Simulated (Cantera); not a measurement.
Si + NF₃ + N₂ (silicon etching in halogen gases)

A closed system holds: 1 mol Si, 6.5 mol NF₃, 4.5 mol N₂, at 21.0 Pa.

Method: chemical equilibrium by Gibbs-energy minimisation in Cantera with the NASA 1993 tables (ideal gas, pure condensed phases). Candidate condensed phases: Si, Si₃N₄; 16 gas species. The numbers say what is thermodynamically allowed, not how fast it happens.

From 573 K to 973 K nothing is condensed. The main Si-bearing gas is SiF₄ throughout.

```
T (K)      x F   x N₂    x F₂     x NF₃  x SiF₄    x NF₂
-----  -------  -----  ------  --------  ------  -------
573    0.00161  0.459   0.128     0.331  0.0806  2.39e-9
623    0.00996  0.463   0.317     0.141  0.0688  1.06e-8
673     0.0363  0.460   0.411    0.0313  0.0614  2.22e-8
723     0.0972  0.447   0.392   0.00569  0.0580  3.19e-8
773      0.210  0.420   0.315  0.000968  0.0543  3.58e-8
823      0.364  0.384   0.202  0.000139  0.0496  3.04e-8
873      0.505  0.351  0.0987   1.52e-5  0.0453  1.89e-8
923      0.586  0.332  0.0391   1.39e-6  0.0428  9.42e-9
973      0.619  0.324  0.0145   1.31e-7  0.0418  4.35e-9
```
x: gas mole fraction; nothing condenses.
